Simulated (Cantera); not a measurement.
What does this Cantera script print?

```python
import numpy as np
import cantera as ct

gas = ct.Solution("gri30.yaml", transport_model="multicomponent")
show = ['CH3', 'H2', 'H2O']

rows = []
print(f"{'T/K':>7s}{'rho':>11s}{'cp':>10s}{'mu':>11s}{'lambda':>11s}{'Pr':>7s}" + "".join(f"{'D_' + s:>11s}" for s in show))
for T in [400, 500, 600, 700, 800, 900, 1000, 1100]:
    gas.TPX = T, 50000, {'O2': 0.53}
    Pr = gas.cp_mass * gas.viscosity / gas.thermal_conductivity
    D = [gas.mix_diff_coeffs_mole[gas.species_index(s)] for s in show]
    rows.append([gas.density, gas.cp_mass, gas.viscosity, gas.thermal_conductivity, Pr, *D])
    print(f"{T:7g}{gas.density:11.4e}{gas.cp_mass:10.1f}{gas.viscosity:11.4e}"
          f"{gas.thermal_conductivity:11.4e}{Pr:7.3f}" + "".join(f"{d:11.4e}" for d in D))
print("SI units: kg/m3, J/kg/K, Pa s, W/m/K, m2/s")
```

Result:

```
    T/K        rho        cp         mu     lambda     Pr      D_CH3       D_H2      D_H2O
    400 4.8106e-01     941.4 2.5629e-05 3.3889e-02  0.712 7.6709e-05 2.6686e-04 8.0943e-05
    500 3.8485e-01     971.4 3.0045e-05 4.1059e-02  0.711 1.1316e-04 3.8844e-04 1.2339e-04
    600 3.2071e-01    1002.6 3.4077e-05 4.8102e-02  0.710 1.5479e-04 5.2697e-04 1.7273e-04
    700 2.7489e-01    1031.1 3.7824e-05 5.4934e-02  0.710 2.0124e-04 6.8139e-04 2.2841e-04
    800 2.4053e-01    1054.7 4.1353e-05 6.1465e-02  0.710 2.5225e-04 8.5086e-04 2.8996e-04
    900 2.1380e-01    1073.7 4.4705e-05 6.7676e-02  0.709 3.0759e-04 1.0347e-03 3.5702e-04
   1000 1.9242e-01    1090.2 4.7912e-05 7.3669e-02  0.709 3.6707e-04 1.2324e-03 4.2931e-04
   1100 1.7493e-01    1102.7 5.0995e-05 7.9351e-02  0.709 4.3055e-04 1.4433e-03 5.0658e-04
SI units: kg/m3, J/kg/K, Pa s, W/m/K, m2/s
```

Model: GRI-Mech 3.0 (53 species, 325 reactions), integrated in Cantera.
